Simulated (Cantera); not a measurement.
Input (Python, Cantera) and output of one run.

```python
import numpy as np
import cantera as ct

gas_names = """
    AL ALI ALI3 ALN ALO ALO2 AL2 AL2I6 AL2O AL2O2 I I2 N NO NO2 NO3 N2 N2O O O2 O3
""".split()
cond_names = """
    AL(cr) AL(L) ALI3(s) ALI3(L) ALN(s) AL2O3(a) AL2O3(L) I2(cr) I2(L)
""".split()


# ... load() reads the species with a 1 bar reference pressure and builds the phases ...
atoms = {
    'AlI3': {'AL': 1, 'I': 3},
    'N2O': {'N': 2, 'O': 1},
    'N2': {'N': 2},
}
top_T = {'ALN(s)': 2750}  # K; cautious upper limits of use, not melting points


# ... equilibrate(T, P, feed) seeds the gas with the atoms and calls Mixture.equilibrate('TP', solver="vcs", rtol=1e-11, max_steps=5000) ...
results = []
feed = {'AlI3': 1, 'N2O': 12, 'N2': 790}  # mol
T = 1598  # K
P = 1300  # Pa
mix = equilibrate(T, P, feed)
results.append((T, P, feed, dict(zip(mix.species_names, mix.species_moles))))
x = sorted(zip(gas.X, gas.species_names), reverse=True)
print(f"T = {T:g} K  P = {P:g} Pa  gas = {mix.phase_moles(0):.4g} mol")
print("   x: " + "  ".join(f"{s} {v:.3e}" for v, s in x if v > 1e-06))
print("   condensed (mol): " + ("  ".join(f"{mix.phase(i).name} {mix.phase_moles(i):.4g}"
      for i in range(1, mix.n_phases) if mix.phase_moles(i) > 1e-12) or "none"))
```

Output:

```
T = 1598 K  P = 1300 Pa  gas = 810.3 mol
   x: N2 9.896e-01  O2 6.288e-03  I 3.702e-03  NO 3.721e-04  O 9.848e-06
   condensed (mol): AL2O3(a) 0.5
```

These are equilibrium values from Cantera (NASA tables, ideal gas, pure condensed phases), not measurements of a reactor.
